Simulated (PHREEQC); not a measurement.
PHREEQC input (ion-association model, wateq4f.dat):

```
SOLUTION_MASTER_SPECIES
  An  An-  0  An  62.0  # stands for a non-complexing anion
SOLUTION_SPECIES
  An- = An-
    -log_k 0
    -gamma 3.0 0
PHASES
  Fix_H+
    H+ = H+
    -log_k 0
SOLUTION 1
  temp 25
  units mmol/kgw
  pH 7 charge
  Cl 0.0958
  Mg 0.0079
  Ca 0.04
  Na 50
  An 50
END
SELECTED_OUTPUT 1
  -reset false
  -pH true
  -pe true
  -ionic_strength true
  -water true
  -totals Ca Cl Mg Na
  -molalities Hfo_wOH Hfo_wOH2+ Hfo_wO- Hfo_sOH Hfo_sOH2+ Hfo_sO- Hfo_sOHCa+2 Hfo_wOCa+ Hfo_wOMg+
  -saturation_indices Brucite Portlandite Halite
USER_PUNCH 1
  -headings sigma psi
  10 PUNCH EDL("sigma", "Hfo"), EDL("psi", "Hfo")
PRINT
  -reset false
USE solution 1
SURFACE 1
  Hfo_wOH 0.000134831 600 0.06
  Hfo_sOH 3.37079e-06
EQUILIBRIUM_PHASES 1
  Fix_H+ -4 HAn 10
    -force_equality true
  O2(g) -0.68 10
END
# ... the last block is repeated for the other 16 points of pH, with NaOH or the acid as the point needs
```

Selected output (columns that matter, 13 of 17 rows; pH added in front):

```
pH	mu	Ca	Mg	Na	m_Hfo_wOH	m_Hfo_wOH2+	m_Hfo_wO-	m_Hfo_sOH	m_Hfo_sOH2+	si_Brucite	si_Portlandite	si_Halite	sigma	psi
4	0.050316	4e-05	7.9e-06	0.05	2.7527e-05	0.00010714	1.6201e-07	6.8817e-07	2.6786e-06	-14.259	-19.526	-7.0764	0.29392	0.15971
4.38	0.05024	4e-05	7.9e-06	0.05	4.208e-05	9.2311e-05	4.3944e-07	1.052e-06	2.3078e-06	-13.499	-18.765	-7.0763	0.25241	0.15196
5.12	0.050184	4e-05	7.9e-06	0.05	7.0165e-05	6.2873e-05	1.7938e-06	1.7541e-06	1.5718e-06	-12.019	-17.285	-7.0763	0.16781	0.13119
5.5	0.050172	4e-05	7.9e-06	0.05	8.1482e-05	5.0327e-05	3.0222e-06	2.0368e-06	1.258e-06	-11.259	-16.525	-7.0763	0.12997	0.11827
5.88	0.050163	3.9999e-05	7.8999e-06	0.05	8.9985e-05	4.0235e-05	4.6104e-06	2.2488e-06	1.0055e-06	-10.499	-15.765	-7.0762	0.097881	0.10409
6.62	0.050153	3.9985e-05	7.8977e-06	0.05	9.9421e-05	2.7029e-05	8.3778e-06	2.4747e-06	6.7278e-07	-9.0192	-14.285	-7.0762	0.051323	0.073096
7	0.05015	3.9939e-05	7.8888e-06	0.05	0.00010165	2.2765e-05	1.0399e-05	2.4979e-06	5.5939e-07	-8.2597	-13.526	-7.0762	0.03431	0.055598
7.38	0.050147	3.9756e-05	7.8451e-06	0.05	0.00010284	1.9505e-05	1.242e-05	2.3976e-06	4.5477e-07	-7.5021	-12.768	-7.0762	0.020848	0.037386
8.12	0.050142	3.7985e-05	6.8892e-06	0.050007	0.00010228	1.3547e-05	1.769e-05	1.2729e-06	1.6859e-07	-6.0787	-11.308	-7.0762	0.0014506	0.0028357
8.5	0.050142	3.6161e-05	4.8514e-06	0.05002	9.8439e-05	1.0087e-05	2.2009e-05	5.8846e-07	6.0296e-08	-5.4711	-10.569	-7.076	-0.0067432	-0.013048
8.88	0.050143	3.2679e-05	2.328e-06	0.050041	9.0314e-05	6.6825e-06	2.7962e-05	2.5305e-07	1.8724e-08	-5.0304	-9.853	-7.0759	-0.014544	-0.027163
9.62	0.05017	1.7535e-05	3.7884e-07	0.050122	6.0635e-05	1.8488e-06	4.5558e-05	9.7388e-08	2.9694e-09	-4.3421	-8.6435	-7.0752	-0.0284	-0.048163
10	0.050236	9.8153e-06	1.5755e-07	0.050212	4.4055e-05	8.0513e-07	5.5224e-05	8.3788e-08	1.5313e-09	-3.9685	-8.1359	-7.0745	-0.035957	-0.057492
```

Species that the database lacks are ignored.
